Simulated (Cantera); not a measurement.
Mixture: 18.3 % CH₃OH, 17.2 % O₂, 64.5 % N₂, at 24800 Torr, adiabatic and at constant pressure. Ignition delay is the time to a rise of 400 K.

Detailed kinetics in Cantera: GRI-Mech 3.0 (53 species, 325 reactions). GRI-Mech 3.0 was tuned for natural gas; its chemistry of methanol as a main component is partial and can be far from experiment. The pressure lies above the range GRI-Mech 3.0 was tuned for (to about 10 atm).

### Question
Predict: delay at 1125 K; delay at 1200 K; delay at 1275 K; delay at 1350 K; delay at 1425 K; apparent activation energy between 1275 and 1425 K.

### Answer
```json
{
  "delay at 1125 K": "2.33 ms",
  "delay at 1200 K": "0.596 ms",
  "delay at 1275 K": "0.180 ms",
  "delay at 1350 K": "63.0 µs",
  "delay at 1425 K": "25.0 µs",
  "apparent activation energy between 1275 and 1425 K": "200 kJ/mol"
}
```
